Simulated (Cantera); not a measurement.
Input: 1 mol Al(CH3)3, 26 mol H2O, 14 mol H2, at 2000 K and 133 Pa.

These are equilibrium values from Cantera (NASA tables, ideal gas, pure condensed phases), not measurements of a reactor. Candidate condensed phases: Al, Al2O3, C, C6H6, C7H8, C8H18, H2O; 121 gas species. The feed counts by its element totals alone. Rates play no part.

Base state: H2 0.473, H2O 0.432, CO 0.0518, H 0.0306, CO2 0.0103, OH 0.00279, O 0.000132, O2 5.21e-5 (mole fractions); condensed: Al2O3(s).

What changes in the equilibrium state with this change: temperature from 2000 K to 1025 K?


```
species          before    after
-------------  --------  -------
H2                0.473    0.517
H2O               0.432    0.420
CO2              0.0103   0.0324
H                0.0306  8.58e-8
CO               0.0518   0.0307
OH              0.00279    <1e-9
O              0.000132    <1e-9
O2              5.21e-5    <1e-9
Al2O3(s), mol     0.500    0.500
```

What changes in the equilibrium state with this change: H2 from 14 to 5.6 mol?


| species | before | after |
|---|---|---|
| H2O | 0.432 | 0.519 |
| H2 | 0.473 | 0.374 |
| CO | 0.0518 | 0.0579 |
| CO2 | 0.0103 | 0.0176 |
| H | 0.0306 | 0.0272 |
| O2 | 5.21e-5 | 0.000121 |
| O | 0.000132 | 0.000201 |
| Al2O3(s), mol | 0.500 | 0.500 |
